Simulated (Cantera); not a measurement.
Input (Python, Cantera) and output of one run.

```python
import numpy as np
import cantera as ct

gas_names = """
    O2 ZrO2 CO
""".split()
cond_names = """
    Li(cr) Li(L) Li2O(s) Li2O(L) Zr(a) Zr(b) Zr(L) C(gr) Ti(a) Ti(b) Ti(L) Ti2O3(a) Ti2O3(b) Ti2O3(L)
""".split()


def load(file, names, dense=False):
    # The tables refer to 1 bar. Condensed volumes are neglected.
    table = {s.name: s for s in ct.Species.list_from_file(file)}
    out = []
    for n in names:
        d = dict(table[n].input_data)
        d["thermo"] = dict(d["thermo"], **{"reference-pressure": 1e5})
        if dense:
            d["equation-of-state"] = {"model": "constant-volume", "density": "1e6 g/cm^3"}
        out.append(ct.Species.from_dict(d))
    return out


species = {s.name: s for s in load("nasa_gas.yaml", gas_names) + load("nasa_condensed.yaml", cond_names)}
# Each term lists the table entries of one substance; the one whose range holds T is used.
reactions = {
    '4 Li + O2(g) = 2 Li2O':
        [(-4, ['Li(cr)', 'Li(L)']), (-1, ['O2']), (2, ['Li2O(s)', 'Li2O(L)'])],
    'Zr + O2(g) = ZrO2(g)':
        [(-1, ['Zr(a)', 'Zr(b)', 'Zr(L)']), (-1, ['O2']), (1, ['ZrO2'])],
    '2 C + O2(g) = 2 CO(g)':
        [(-2, ['C(gr)']), (-1, ['O2']), (2, ['CO'])],
    '1.333 Ti + O2(g) = 0.6667 Ti2O3':
        [(-1.3333333333333333, ['Ti(a)', 'Ti(b)', 'Ti(L)']), (-1, ['O2']), (0.6666666666666666, ['Ti2O3(a)', 'Ti2O3(b)', 'Ti2O3(L)'])],
}


def pick(names, T):
    return next(species[n] for n in names if species[n].thermo.min_temp <= T <= species[n].thermo.max_temp)


results = []
for label, terms in reactions.items():
    print(label)
    print("     T/K   dH/kJ  dS/(J/K)   dG/kJ   log10 K")
    for T in [598, 798, 998, 1198, 1398, 1598, 1798, 1998]:
        used = [(nu, pick(names, T)) for nu, names in terms]
        dH = sum(nu * s.thermo.h(T) for nu, s in used) / 1e6
        dS = sum(nu * s.thermo.s(T) for nu, s in used) / 1e3
        dG = dH - T * dS / 1e3
        logK = -dG * 1e6 / (ct.gas_constant * T * np.log(10))
        results.append((label, T, dH, dS, dG, logK, [s.name for _, s in used]))
        print(f"{T:8g} {dH:8.1f} {dS:8.1f} {dG:8.1f} {logK:8.2f}")
```

Output:

```
4 Li + O2(g) = 2 Li2O
     T/K   dH/kJ  dS/(J/K)   dG/kJ   log10 K
     598  -1213.1   -281.2  -1044.9    91.27
     798  -1212.2   -280.0   -988.7    64.72
     998  -1208.8   -276.3   -933.1    48.84
    1198  -1202.7   -271.5   -877.4    38.26
    1398  -1195.8   -266.2   -823.7    30.77
    1598  -1188.0   -261.0   -771.0    25.20
    1798  -1180.0   -256.3   -719.2    20.89
    1998  -1054.9   -188.5   -678.3    17.73
Zr + O2(g) = ZrO2(g)
     T/K   dH/kJ  dS/(J/K)   dG/kJ   log10 K
     598   -288.1     25.1   -303.1    26.48
     798   -289.5     23.2   -308.0    20.16
     998   -291.2     21.3   -312.4    16.35
    1198   -297.1     16.0   -316.3    13.79
    1398   -298.7     14.8   -319.3    11.93
    1598   -300.5     13.6   -322.2    10.53
    1798   -302.7     12.3   -324.8     9.43
    1998   -305.3     10.9   -327.1     8.55
2 C + O2(g) = 2 CO(g)
     T/K   dH/kJ  dS/(J/K)   dG/kJ   log10 K
     598   -220.3    181.2   -328.6    28.70
     798   -221.8    179.0   -364.7    23.87
     998   -223.9    176.6   -400.2    20.95
    1198   -226.4    174.4   -435.3    18.98
    1398   -229.0    172.4   -470.0    17.56
    1598   -231.8    170.5   -504.3    16.48
    1798   -234.8    168.8   -538.2    15.63
    1998   -237.8    167.1   -571.8    14.95
1.333 Ti + O2(g) = 0.6667 Ti2O3
     T/K   dH/kJ  dS/(J/K)   dG/kJ   log10 K
     598  -1008.6   -183.2   -899.0    78.53
     798  -1004.3   -177.0   -863.1    56.49
     998  -1000.2   -172.5   -828.1    43.34
    1198  -1002.2   -174.0   -793.7    34.61
    1398   -997.5   -170.4   -759.3    28.37
    1598   -993.5   -167.7   -725.5    23.71
    1798   -990.3   -165.8   -692.2    20.11
    1998  -1007.8   -174.8   -658.6    17.22
```

Source: NASA polynomial tables (part measured, part estimated), evaluated in Cantera. Condensed species are held in their standard states even where they would react or evaporate.
